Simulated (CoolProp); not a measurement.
Properties of R143a along the isotherm 500 K (Tc = 345.9 K, pc = 37.62 bar, ω = 0.261).

Model: reference Helmholtz-energy equation of state, Lemmon and Jacobsen 2000, in CoolProp.

```json
[
 {"p (bar)": "7.23", "phase": "gas", "Z": "0.9821", "cp (kJ/(kg K))": "1.294", "cv (kJ/(kg K))": "1.183"},
 {"p (bar)": "14.5", "phase": "gas", "Z": "0.9642", "cp (kJ/(kg K))": "1.311", "cv (kJ/(kg K))": "1.187"},
 {"p (bar)": "21.7", "phase": "gas", "Z": "0.9467", "cp (kJ/(kg K))": "1.330", "cv (kJ/(kg K))": "1.191"},
 {"p (bar)": "28.9", "phase": "gas", "Z": "0.9295", "cp (kJ/(kg K))": "1.349", "cv (kJ/(kg K))": "?"},
 {"p (bar)": "36.2", "phase": "gas", "Z": "?", "cp (kJ/(kg K))": "1.370", "cv (kJ/(kg K))": "?"},
 {"p (bar)": "43.4", "phase": "supercritical", "Z": "?", "cp (kJ/(kg K))": "1.392", "cv (kJ/(kg K))": "1.203"},
 {"p (bar)": "50.6", "phase": "supercritical", "Z": "?", "cp (kJ/(kg K))": "1.415", "cv (kJ/(kg K))": "1.206"},
 {"p (bar)": "57.9", "phase": "supercritical", "Z": "0.8654", "cp (kJ/(kg K))": "1.438", "cv (kJ/(kg K))": "1.210"},
 {"p (bar)": "65.1", "phase": "supercritical", "Z": "0.8513", "cp (kJ/(kg K))": "1.462", "cv (kJ/(kg K))": "?"},
 {"p (bar)": "72.3", "phase": "supercritical", "Z": "0.8382", "cp (kJ/(kg K))": "1.485", "cv (kJ/(kg K))": "1.216"},
 {"p (bar)": "79.6", "phase": "supercritical", "Z": "0.8260", "cp (kJ/(kg K))": "1.509", "cv (kJ/(kg K))": "1.219"},
 {"p (bar)": "86.8", "phase": "supercritical", "Z": "0.8151", "cp (kJ/(kg K))": "1.532", "cv (kJ/(kg K))": "1.222"},
 {"p (bar)": "94", "phase": "supercritical", "Z": "0.8055", "cp (kJ/(kg K))": "1.554", "cv (kJ/(kg K))": "1.224"}
]
```

### Question
What belongs in the gaps?

### Answer

- 28.9, cv (kJ/(kg K)): 1.195
- 36.2, Z: 0.9125
- 36.2, cv (kJ/(kg K)): 1.199
- 43.4, Z: 0.8962
- 50.6, Z: 0.8805
- 65.1, cv (kJ/(kg K)): 1.213
